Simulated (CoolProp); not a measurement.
Saturation properties of isobutane.

Computed with CoolProp (reference Helmholtz-energy equation of state, Bücker 2006).

| T (K) | p (MPa) | vapour density (kg/m³) | enthalpy of vaporisation (kJ/kg) | liquid viscosity (µPa s) | vapour viscosity (µPa s) |
|---|---|---|---|---|---|
| 251.2 | 0.06671 | 1.915 | 374.0 | 258 | 6.33 |
| 265.8 | 0.1200 | 3.310 | ? | 216 | 6.69 |
| 280.5 | 0.2021 | 5.401 | 347.3 | 183 | 7.05 |
| 295.1 | 0.3205 | 8.370 | 332.2 | 156 | 7.42 |
| 309.7 | 0.4847 | 12.49 | 315.7 | 134 | 7.81 |
| 324.4 | ? | 18.15 | ? | 115 | 8.26 |
| 339 | 0.9925 | ? | 276.1 | 99.4 | 8.77 |
| 353.6 | 1.356 | 36.09 | 251.8 | 85.2 | 9.41 |
| 368.2 | 1.810 | 50.49 | 222.5 | 72.1 | 10.3 |
| 382.9 | ? | ? | 185.1 | 59.2 | 11.6 |
| 397.5 | 3.054 | 108.5 | 131.0 | 45.3 | 14.0 |

Task: Fill in the missing entries.

Result: 
- 265.8, enthalpy of vaporisation (kJ/kg): 361.1
- 324.4, p (MPa): 0.7062
- 324.4, enthalpy of vaporisation (kJ/kg): 297.1
- 339, vapour density (kg/m³): 25.75
- 382.9, p (MPa): 2.372
- 382.9, vapour density (kg/m³): 71.88

It boils at 261.4 K under 1 atm.

Viscosity comes from a separate model (Vogel 2000).
